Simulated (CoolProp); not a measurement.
A single-stage vapour-compression cycle with ethylene: evaporating at 194.15 K (dew point), condensing at 264.15 K (bubble point), superheat 10 K, subcooling 5 K, compressor efficiency 0.85, no pressure losses. Each further row changes one setting.

The numbers come from the reference Helmholtz-energy equation of state, Smukala 2000 in CoolProp.

| case | cooling COP | pressure ratio | discharge temperature (K) | refrigerating effect (kJ/kg) | volumetric capacity (kJ/m³) |
|---|---|---|---|---|---|
| as stated | 1.45 | 9.34 | 351.1 | 272 | 1720 |
| evaporating temperature 199.15 K | 1.65 | 7.55 | … | 276 | 2130 |
| condensing temperature 259.15 K | 1.65 | 8.27 | 342.2 | … | 1820 |
| subcooling 10 K | 1.55 | 9.34 | 351.1 | 290 | … |
| superheat 20 K | 1.45 | 9.34 | 363.6 | 286 | … |
| compressor efficiency 0.75 | … | 9.34 | 363.7 | 272 | 1720 |

**Question.** What belongs in the gaps?

**Answer.** 
- evaporating temperature 199.15 K, discharge temperature (K): 343.0
- condensing temperature 259.15 K, refrigerating effect (kJ/kg): 289
- subcooling 10 K, volumetric capacity (kJ/m³): 1830
- superheat 20 K, volumetric capacity (kJ/m³): 1700
- compressor efficiency 0.75, cooling COP: 1.28
